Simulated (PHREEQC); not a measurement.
Model water analysis in mmol/kgw, 25 °C, pH 6.5, pe 12.3:

```tsv
constituent	mmol/kgw
Na	0.00215
K	0.000539
Ca	0.000442
Mg	0.000117
Cl	0.000499
S(6)	0.000728
Alkalinity (meq/kgw)	0.00182
Br	1.97e-06
B	2.05e-05
Cu(2)	1.98e-05
Ba	9.63e-05
Cd	2.49e-05
Li	1.31e-06
```

Valence states are taken as typed.

Equilibrium calculation in PHREEQC: ion-association model, phreeqc.dat.

This is a speciation only: nothing precipitates in the calculation.

**Question.** Order these Cu species by the share of Cu that they hold, largest first: Cu+2, Cu(OH)2, CuOH+, CuCO3.

**Answer.** Cu+2 (81 %), Cu(OH)2 (17 %), CuOH+ (2.5 %), CuCO3 (0.13 %)

The pH is 6.50 and the ionic strength 5.67e-6 mol/kgw. Species that the database lacks are ignored. The database's constant for dissolved Cu(OH)2 is higher than later reviews accept.
